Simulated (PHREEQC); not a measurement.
Solution (25 °C): 3.8 mol/kgw KCl, 0.52 mol/kgw CaCl2 and 0.00021 mol/kgw H4SiO4. Closed to the air; pH follows from the charge balance.

The numbers come from PHREEQC with the Pitzer model, pitzer.dat.

Precipitation was switched off in this run.

Question: Predict the pH.

Answer: pH 6.20.

In brines, pH and single-ion activities rest on the MacInnes convention.
